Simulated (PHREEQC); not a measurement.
Make-up at 25 °C: 0.0019 mol/kgw SrCl2 and 0.0027 mol/kgw CO2. Closed to the air; pH follows from the charge balance.

The numbers come from PHREEQC with the ion-association model, phreeqc.dat.

Task: The ionic strength comes out as 0.00574 mol/kgw. What activity coefficients do HCO3-, Sr+2, H+, Cl- get?

Result: HCO3- 0.92, Sr+2 0.73, H+ 0.93, Cl- 0.92.

Precipitation was switched off in this run.
